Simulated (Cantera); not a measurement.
**Pyrogenic steam for wet oxidation**

A perfectly stirred reactor is fed with 13.2 % H2, 11.0 % O2, 75.8 % N2, at 87000 Pa; it is held at 1073 K, and followed from long to short residence time.

Detailed kinetics in Cantera: the H2/O2 subset of GRI-Mech 3.0, which has no nitrogen chemistry. The temperature is held fixed by assumption; the heat of reaction is taken as removed at once.

```
τ (s)       x H2    x O2    x HO2      x OH   x H2O2
------  --------  ------  -------  --------  -------
2.7     0.000637  0.0473  1.25e-5   5.46e-6  2.99e-6
0.74     0.00124  0.0476  1.96e-5   1.00e-5  5.83e-6
0.21     0.00211  0.0480  2.67e-5   2.04e-5  7.30e-6
0.057    0.00340  0.0486  3.35e-5   4.58e-5  6.39e-6
0.016    0.00556  0.0496  4.01e-5   9.75e-5  5.03e-6
0.0044   0.00958  0.0515  4.67e-5  0.000198  4.25e-6
0.0012    0.0170  0.0550  5.28e-5  0.000378  4.10e-6
```
x: mole fraction; the columns are a selection and need not sum to one.
